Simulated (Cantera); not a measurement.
Mixture: H₂ : O₂ : N₂ = 1 : 0.909 : 3.42 (molar parts), equivalence ratio 0.55, at 5.00 bar, adiabatic and at constant volume. Ignition delay is the time to a rise of 400 K.

Model: GRI-Mech 3.0 (53 species, 325 reactions), integrated in Cantera. The hydrogen kinetics of GRI-Mech 3.0 are dated; newer H2 mechanisms differ, most at raised pressure. Where the delays flatten at high temperature, the 400 K rule measures the pace of heat release, not the induction time.

Question: Predict: delay at 1075 K; delay at 1275 K; delay at 1475 K; delay at 1675 K; delay at 1875 K.

Answer: 
```json
{
 "delay at 1075 K": "1.47 ms",
 "delay at 1275 K": "7.96 µs",
 "delay at 1475 K": "3.15 µs",
 "delay at 1675 K": "1.93 µs",
 "delay at 1875 K": "1.53 µs"
}
```
